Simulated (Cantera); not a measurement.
What does this Cantera script print?

```python
import numpy as np
import cantera as ct

gas_names = """
    H HO2 H2 H2O H2O2 H2S H2SO4 O OH O2 O3 S SH SO SO2 SO3 S2 S2O S8
""".split()
cond_names = """
    H2O(s) H2O(L) H2SO4(L) S(cr1) S(cr2) S(L)
""".split()


# ... load() reads the species with a 1 bar reference pressure and builds the phases ...
atoms = {
    'SO2': {'S': 1, 'O': 2},
    'H2': {'H': 2},
}
top_T = {}  # K; cautious upper limits of use, not melting points


# ... equilibrate(T, P, feed) seeds the gas with the atoms and calls Mixture.equilibrate('TP', solver="vcs", rtol=1e-11, max_steps=5000) ...
results = []
feed = {'SO2': 1, 'H2': 0.12}  # mol
P = 11  # Pa
for T in [1775, 1825, 1875, 1925, 1975, 2025, 2075, 2125, 2175, 2225, 2275, 2325, 2375, 2425]:
    mix = equilibrate(T, P, feed)
    results.append((T, P, feed, dict(zip(mix.species_names, mix.species_moles))))
    x = sorted(zip(gas.X, gas.species_names), reverse=True)
    print(f"T = {T:g} K  P = {P:g} Pa  gas = {mix.phase_moles(0):.4g} mol")
    print("   x: " + "  ".join(f"{s} {v:.3e}" for v, s in x if v > 1e-05))
    print("   condensed (mol): " + ("  ".join(f"{mix.phase(i).name} {mix.phase_moles(i):.4g}"
          for i in range(1, mix.n_phases) if mix.phase_moles(i) > 1e-12) or "none"))
```

Result:

```
T = 1775 K  P = 11 Pa  gas = 1.121 mol
   x: SO2 8.138e-01  H2O 8.347e-02  SO 7.162e-02  H2 2.095e-02  H 3.994e-03  S 2.543e-03  S2 1.943e-03  OH 9.912e-04  O2 2.611e-04  SH 2.596e-04  O 1.475e-04  S2O 4.064e-05  H2S 1.141e-05
   condensed (mol): none
T = 1825 K  P = 11 Pa  gas = 1.124 mol
   x: SO2 8.084e-01  H2O 8.262e-02  SO 7.603e-02  H2 2.017e-02  H 5.964e-03  S 2.756e-03  OH 1.707e-03  S2 1.017e-03  O2 7.005e-04  O 3.878e-04  SH 2.115e-04  S2O 2.474e-05
   condensed (mol): none
T = 1875 K  P = 11 Pa  gas = 1.129 mol
   x: SO2 8.015e-01  H2O 8.117e-02  SO 8.009e-02  H2 1.927e-02  H 8.677e-03  S 2.956e-03  OH 2.849e-03  O2 1.791e-03  O 9.705e-04  S2 5.443e-04  SH 1.722e-04  S2O 1.530e-05
   condensed (mol): none
T = 1925 K  P = 11 Pa  gas = 1.136 mol
   x: SO2 7.903e-01  SO 8.547e-02  H2O 7.849e-02  H2 1.855e-02  H 1.241e-02  OH 4.541e-03  O2 4.175e-03  S 3.278e-03  O 2.267e-03  S2 3.241e-04  SH 1.474e-04  S2O 1.022e-05
   condensed (mol): none
T = 1975 K  P = 11 Pa  gas = 1.149 mol
   x: SO2 7.719e-01  SO 9.384e-02  H2O 7.400e-02  H2 1.816e-02  H 1.758e-02  O2 8.574e-03  OH 6.828e-03  O 4.864e-03  S 3.893e-03  S2 2.296e-04  SH 1.380e-04
   condensed (mol): none
T = 2025 K  P = 11 Pa  gas = 1.169 mol
   x: SO2 7.437e-01  SO 1.063e-01  H2O 6.742e-02  H 2.464e-02  H2 1.803e-02  O2 1.537e-02  OH 9.631e-03  O 9.559e-03  S 4.997e-03  S2 1.964e-04  SH 1.421e-04
   condensed (mol): none
T = 2075 K  P = 11 Pa  gas = 1.198 mol
   x: SO2 7.046e-01  SO 1.230e-01  H2O 5.885e-02  H 3.398e-02  O2 2.440e-02  H2 1.790e-02  O 1.736e-02  OH 1.275e-02  S 6.826e-03  S2 1.965e-04  SH 1.574e-04
   condensed (mol): none
T = 2125 K  P = 11 Pa  gas = 1.238 mol
   x: SO2 6.541e-01  SO 1.436e-01  H2O 4.870e-02  H 4.568e-02  O2 3.509e-02  O 2.950e-02  H2 1.740e-02  OH 1.586e-02  S 9.700e-03  S2 2.190e-04  SH 1.812e-04
   condensed (mol): none
T = 2175 K  P = 11 Pa  gas = 1.291 mol
   x: SO2 5.926e-01  SO 1.671e-01  H 5.929e-02  O 4.739e-02  O2 4.657e-02  H2O 3.771e-02  OH 1.851e-02  H2 1.623e-02  S 1.406e-02  S2 2.610e-04  SH 2.102e-04
   condensed (mol): none
T = 2225 K  P = 11 Pa  gas = 1.36 mol
   x: SO2 5.215e-01  SO 1.922e-01  H 7.368e-02  O 7.247e-02  O2 5.770e-02  H2O 2.693e-02  S 2.051e-02  OH 2.019e-02  H2 1.423e-02  S2 3.229e-04  SH 2.400e-04
   condensed (mol): none
T = 2275 K  P = 11 Pa  gas = 1.448 mol
   x: SO2 4.433e-01  SO 2.165e-01  O 1.060e-01  H 8.697e-02  O2 6.718e-02  S 2.979e-02  OH 2.050e-02  H2O 1.748e-02  H2 1.154e-02  S2 4.057e-04  SH 2.643e-04
   condensed (mol): none
T = 2325 K  P = 11 Pa  gas = 1.555 mol
   x: SO2 3.616e-01  SO 2.374e-01  O 1.485e-01  H 9.714e-02  O2 7.375e-02  S 4.274e-02  OH 1.930e-02  H2O 1.022e-02  H2 8.578e-03  S2 5.086e-04  SH 2.774e-04
   condensed (mol): none
T = 2375 K  P = 11 Pa  gas = 1.685 mol
   x: SO2 2.806e-01  SO 2.513e-01  O 1.997e-01  H 1.028e-01  O2 7.639e-02  S 6.017e-02  OH 1.688e-02  H2 5.848e-03  H2O 5.392e-03  S2 6.264e-04  SH 2.754e-04
   condensed (mol): none
T = 2425 K  P = 11 Pa  gas = 1.837 mol
   x: O 2.578e-01  SO 2.548e-01  SO2 2.052e-01  H 1.040e-01  S 8.251e-02  O2 7.458e-02  OH 1.381e-02  H2 3.711e-03  H2O 2.599e-03  S2 7.468e-04  SH 2.586e-04
   condensed (mol): none
```

Method: chemical equilibrium by Gibbs-energy minimisation in Cantera with the NASA 1993 tables (ideal gas, pure condensed phases).
